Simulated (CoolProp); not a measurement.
Model: reference Helmholtz-energy equation of state, Lemmon 2006, in CoolProp. It is a short technical equation, of lower accuracy than the large ones.

Problem. For CH3F (R41), give the phase and the isothermal compressibility (1/MPa), expansivity (1/kK) at 338.3 K and 33.2 bar; 338.3 K and 66.4 bar; 338.3 K and 88.6 bar.

Solution. 
- 338.3 K and 33.2 bar: gas; isothermal compressibility 0.382, expansivity 5.85
- 338.3 K and 66.4 bar: supercritical; isothermal compressibility 0.323, expansivity 18.2
- 338.3 K and 88.6 bar: supercritical; isothermal compressibility 0.291, expansivity 41.6
